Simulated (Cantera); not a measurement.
**Adiabatic ignition**

An adiabatic, constant-volume homogeneous reactor starts with 14.4 % CH3OH, 18.0 % O2, 67.6 % N2, equivalence ratio 1.2, at 1323 K and 9.87 atm.

Detailed kinetics in Cantera: GRI-Mech 3.0 (53 species, 325 reactions). GRI-Mech 3.0 was tuned for natural gas; its chemistry of methanol as a main component is partial and can be far from experiment. Above 3000 K some thermodynamic fits are extrapolated.

| t (s) | T (K) | P (bar) | x CH3OH | x O2 | x H2O | x C2H | x C2H6 | x N2O |
|---|---|---|---|---|---|---|---|---|
| 4.00e-6 | 1323 | 10.0 | 0.144 | 0.180 | 3.36e-6 | <1e-12 | 2.51e-10 | 3.55e-12 |
| 8.72e-6 | 1323 | 10.0 | 0.144 | 0.180 | 7.45e-6 | <1e-12 | 8.48e-10 | 1.78e-11 |
| 1.90e-5 | 1323 | 10.0 | 0.144 | 0.180 | 1.74e-5 | <1e-12 | 2.11e-9 | 8.66e-11 |
| 4.14e-5 | 1323 | 10.0 | 0.144 | 0.180 | 5.12e-5 | <1e-12 | 4.43e-9 | 4.03e-10 |
| 9.02e-5 | 1324 | 10.0 | 0.143 | 0.180 | 0.000265 | <1e-12 | 8.13e-9 | 1.87e-9 |
| 0.000197 | 1360 | 10.4 | 0.129 | 0.172 | 0.00955 | <1e-12 | 1.10e-8 | 1.67e-8 |
| 0.000428 | 3049 | 26.1 | <1e-12 | 0.00632 | 0.215 | <1e-12 | <1e-12 | 1.92e-6 |
| 0.000934 | 3049 | 26.1 | <1e-12 | 0.00632 | 0.215 | <1e-12 | <1e-12 | 1.92e-6 |
| 0.00203 | 3049 | 26.1 | <1e-12 | 0.00632 | 0.215 | <1e-12 | <1e-12 | 1.92e-6 |
| 0.00443 | 3049 | 26.1 | <1e-12 | 0.00632 | 0.215 | <1e-12 | <1e-12 | 1.92e-6 |
| 0.00966 | 3049 | 26.1 | <1e-12 | 0.00632 | 0.215 | <1e-12 | <1e-12 | 1.92e-6 |
| 0.0211 | 3049 | 26.1 | <1e-12 | 0.00632 | 0.215 | <1e-12 | <1e-12 | 1.92e-6 |
| 0.0459 | 3049 | 26.1 | <1e-12 | 0.00632 | 0.215 | <1e-12 | <1e-12 | 1.92e-6 |
| 0.100 | 3049 | 26.1 | <1e-12 | 0.00632 | 0.215 | <1e-12 | <1e-12 | 1.92e-6 |
x: mole fraction; the columns are a selection and need not sum to one.

```json
{
  "time_of_steepest_temperature_rise": "0.214 ms",
  "temperature at 0.100 s": "3049 K",
  "equilibrium_temperature": "3049 K",
  "x(CH3OH) at 0.100 s": "<1e-12 (gas-phase equilibrium <1e-12)",
  "x(O2) at 0.100 s": "0.00632 (gas-phase equilibrium 0.00632)",
  "x(H2O) at 0.100 s": "0.215 (gas-phase equilibrium 0.215)"
}
```
